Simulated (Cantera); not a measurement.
## Moist CO burnout

An isothermal, constant-pressure homogeneous reactor starts with 2.69 % CO, 1.99 % O2, 8.59 % H2O, 86.7 % N2, equivalence ratio 0.67, at 1475 K and 0.230 bar.

Model: GRI-Mech 3.0 (53 species, 325 reactions), integrated in Cantera.

| t (s) | x CO | x O2 | x H2O | x H2O2 | x OH |
|---|---|---|---|---|---|
| 2.00e-5 | 0.0269 | 0.0199 | 0.0859 | 2.78e-12 | 1.84e-9 |
| 7.23e-5 | 0.0269 | 0.0199 | 0.0859 | 1.94e-11 | 1.25e-8 |
| 0.000262 | 0.0269 | 0.0199 | 0.0859 | 7.70e-11 | 1.37e-7 |
| 0.000946 | 0.0268 | 0.0199 | 0.0858 | 3.42e-9 | 3.33e-5 |
| 0.00342 | 0.00513 | 0.0116 | 0.0775 | 1.95e-7 | 0.00194 |
| 0.0124 | 0.00184 | 0.00837 | 0.0834 | 1.15e-7 | 0.00108 |
| 0.0447 | 0.000425 | 0.00692 | 0.0862 | 4.20e-8 | 0.000463 |
| 0.162 | 5.92e-5 | 0.00661 | 0.0869 | 9.40e-9 | 0.000170 |
| 0.585 | 8.23e-6 | 0.00658 | 0.0870 | 1.77e-9 | 6.46e-5 |
| 2.11 | 2.59e-6 | 0.00659 | 0.0870 | 6.55e-10 | 3.72e-5 |
| 7.65 | 2.36e-6 | 0.00659 | 0.0870 | 6.07e-10 | 3.56e-5 |
| 27.7 | 2.36e-6 | 0.00659 | 0.0870 | 6.07e-10 | 3.56e-5 |
| 100 | 2.36e-6 | 0.00659 | 0.0870 | 6.07e-10 | 3.56e-5 |
x: mole fraction; the columns are a selection and need not sum to one.

Equilibrium at this temperature and pressure: CO 2.37e-6, O2 0.00649, H2O 0.0870, H2O2 6.03e-10, OH 3.55e-5 (gas phase only).
